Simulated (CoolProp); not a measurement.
Hexamethyldisiloxane (MM) along the isotherm 346.85 °C: density (kg/m³) from the reference equation and from simpler models built on Tc = 245.6 °C, pc = 1.931 MPa, ω = 0.418; each cubic takes its own stable root.

Model: reference Helmholtz-energy equation of state, Thol 2016, in CoolProp.

```tsv
p (MPa)	phase	reference	ideal gas	van der Waals	Redlich-Kwong
0.263	gas	…	8.284	8.509	…
0.527	gas	17.50	16.60	17.55	17.59
0.79	gas	26.98	24.88	27.13	…
1.05	gas	…	33.07	37.26	37.34
1.32	gas	47.79	41.58	48.62	48.65
1.58	gas	58.91	49.77	60.52	60.39
1.84	gas	70.68	57.96	73.59	73.10
2.11	supercritical	83.61	…	88.69	87.45
2.37	supercritical	96.78	74.65	105.1	102.5
2.63	supercritical	110.7	82.84	123.7	119.0
2.9	supercritical	125.9	91.35	145.7	137.5
```

Problem. What belongs in the gaps?

Solution. 
- 0.263, reference: 8.501
- 0.263, Redlich-Kwong: 8.520
- 0.79, Redlich-Kwong: 27.20
- 1.05, reference: 36.88
- 2.11, ideal gas: 66.46
